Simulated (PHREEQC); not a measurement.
Solution (25 °C): 9.6 mmol/kgw KHSO4 and 0.038 mmol/kgw Sr(NO3)2. Closed to the air; pH follows from the charge balance.

The numbers come from PHREEQC with the ion-association model, phreeqc.dat.

Precipitation was switched off in this run.

Estimate the pH, ionic strength, specific conductance.

pH 2.21; ionic strength 0.0231 mol/kgw; specific conductance 3840 µS/cm.

In which forms is S present?

SO4-2 70 %, HSO4- 27 %, KSO4- 2.6 % of the S.
